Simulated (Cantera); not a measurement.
Input: 1 mol Fe, 0.68 mol Cl2, 0.075 mol N2, equilibrated at 1250 °C and 0.360 bar.

Method: chemical equilibrium by Gibbs-energy minimisation in Cantera with the NASA 1993 tables (ideal gas, pure condensed phases). Candidate condensed phases: Fe, FeCl2, FeCl3; 10 gas species. Kinetics and transport are ignored.

Base state: FeCl2 0.890, N2 0.100, Fe2Cl4 0.00949, FeCl3 0.000459, Cl 3.30e-5 (mole fractions); condensed: Fe(γ).

Task: What changes in the equilibrium state with this change: pressure from 0.360 bar to 3.20 bar?

Result: 
```
species       before    after
----------  --------  -------
FeCl2          0.890    0.821
N2             0.100    0.107
Fe2Cl4       0.00949   0.0717
Cl           3.30e-5  1.06e-5
FeCl3       0.000459  0.00121
Fe(γ), mol     0.320    0.320
```

Task: What changes in the equilibrium state with this change: 0.6 mol O2 added?

Result: 
```tsv
species	before	after
FeCl2	0.890	0.324
O2	0	0.226
FeCl3	0.000459	0.201
Cl2	8.46e-8	0.122
Cl	3.30e-5	0.0397
N2	0.100	0.0848
NO	0	0.000465
ClO	0	0.000270
Fe2Cl6	<1e-9	0.000121
Fe2Cl4	0.00949	0.00126
Fe(γ), mol	0.320	0
Fe2O3(s), mol	0	0.267
```
Further candidate phases: FeO, Fe2O3, Fe3O4.

Task: What changes in the equilibrium state with this change: temperature from 1250 °C to 925 °C?

Result: 
```
species       before     after
----------  --------  --------
FeCl2          0.890     0.750
Fe2Cl4       0.00949     0.136
N2             0.100     0.113
Cl           3.30e-5   3.91e-7
FeCl3       0.000459  0.000712
Fe(γ), mol     0.320     0.320
```
